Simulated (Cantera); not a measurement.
Charge: 1 mol Si, a varied amount of HCl, 14 mol H₂, equilibrated at 625 °C and 9750 Torr.

Equilibrium computed with Cantera from the NASA thermochemical tables; the gas is ideal and each condensed phase is pure. Candidate condensed phases: Si; 19 gas species. The tables' values for SiCl₃ are old estimates; treat these amounts as uncertain. Equilibrium is a limit: real reactors are often held back by kinetics, nucleation or transport.

x: gas mole fraction; n: condensed amount in mol.

| n(HCl) (mol) | x H₂ | x HCl | x SiCl₄ | x SiHCl₃ | x SiH₂Cl₂ | n Si(s) |
|---|---|---|---|---|---|---|
| 0.64 | 0.985 | 0.00102 | 0.00321 | 0.00864 | 0.00220 | 0.795 |
| 0.84 | 0.981 | 0.00111 | 0.00449 | 0.0111 | 0.00259 | (withheld) |
| 1.1 | 0.975 | 0.00120 | 0.00621 | 0.0141 | 0.00303 | (withheld) |
| 1.5 | 0.968 | 0.00130 | 0.00893 | 0.0184 | 0.00360 | (withheld) |
| 1.9 | 0.960 | 0.00139 | 0.0117 | 0.0225 | 0.00409 | (withheld) |
| 2.5 | 0.950 | 0.00149 | 0.0159 | 0.0281 | 0.00471 | (withheld) |
| 3.4 | 0.937 | 0.00217 | 0.0260 | 0.0313 | 0.00356 | 0 |
| 4.4 | 0.915 | 0.0279 | 0.0526 | 0.00480 | 4.15e-5 | 0 |
| 5.9 | 0.845 | 0.102 | 0.0517 | 0.00120 | 2.62e-6 | 0 |

Task: What belongs in the gaps?

Result: 
- 0.84, n Si(s): 0.733
- 1.1, n Si(s): 0.653
- 1.5, n Si(s): 0.531
- 1.9, n Si(s): 0.411
- 2.5, n Si(s): 0.231
